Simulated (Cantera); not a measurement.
Input (Python, Cantera) and output of one run.

```python
import numpy as np
import cantera as ct

gas_names = """
    N NO NO2 NO3 N2 N2O O O2 O3 Si SiN SiO SiO2 Si2 Si2N Si3
""".split()
cond_names = """
    Si(cr) Si(L) SiO2(Lqz) SiO2(hqz) SiO2(L) Si2N2O(s) Si3N4(a)
""".split()


# ... load() reads the species with a 1 bar reference pressure and builds the phases ...
atoms = {
    'SiO2': {'Si': 1, 'O': 2},
    'Si': {'Si': 1},
    'N2': {'N': 2},
}
top_T = {'Si2N2O(s)': 2100, 'Si3N4(a)': 2400}  # K; cautious upper limits of use, not melting points


# ... equilibrate(T, P, feed) seeds the gas with the atoms and calls Mixture.equilibrate('TP', solver="vcs", rtol=1e-11, max_steps=5000) ...
results = []
feed = {'SiO2': 1, 'Si': 0.0055, 'N2': 7}  # mol
P = 520000  # Pa
for T in [1798, 1848, 1898, 1948, 1998, 2048, 2098, 2148, 2198, 2248, 2298, 2348]:
    mix = equilibrate(T, P, feed)
    results.append((T, P, feed, dict(zip(mix.species_names, mix.species_moles))))

top = {s: max(r[3][s] / sum(r[3][g] for g in gas_names) for r in results) for s in gas_names}
cols = sorted((s for s in top if top[s] > 0.0001), key=lambda s: -top[s])[:7]
seen = [c for c in cond_names if any(r[3].get(c, 0) > 1e-12 for r in results)]
print("log10 of partial pressures in bar; condensed amounts in mol")
print(f"{'T/K':>10s}" + "".join(f"{s[:9]:>10s}" for s in cols + seen))
for T, P, feed, n in results:
    ng = sum(n[g] for g in gas_names)
    print(f"{T:10.4g}" + "".join(f"{np.log10(max(n[s] / ng * P / 1e5, 1e-99)):10.3f}" for s in cols)
          + "".join(f"{n.get(c, 0):10.4g}" for c in seen))
```

Output:

```
log10 of partial pressures in bar; condensed amounts in mol
       T/K        N2       SiO   SiO2(L) Si2N2O(s)
      1798     0.716    -3.018    0.9977  0.003236
      1848     0.716    -2.631    0.9971  0.002617
      1898     0.716    -2.266    0.9957   0.00123
      1948     0.715    -2.088    0.9945         0
      1998     0.715    -2.088    0.9945         0
      2048     0.715    -2.088    0.9945         0
      2098     0.715    -2.088    0.9945         0
      2148     0.715    -2.088    0.9945         0
      2198     0.715    -2.088    0.9945         0
      2248     0.715    -2.087    0.9944         0
      2298     0.715    -2.083    0.9943         0
      2348     0.715    -2.076    0.9941         0
```

Method: chemical equilibrium by Gibbs-energy minimisation in Cantera with the NASA 1993 tables (ideal gas, pure condensed phases). Mutual solubility and eutectic melting of coexisting phases are not modelled. The tables hold silica as quartz up to 1696 K and as liquid above; real silica turns to tridymite and cristobalite and melts near 1996 K.
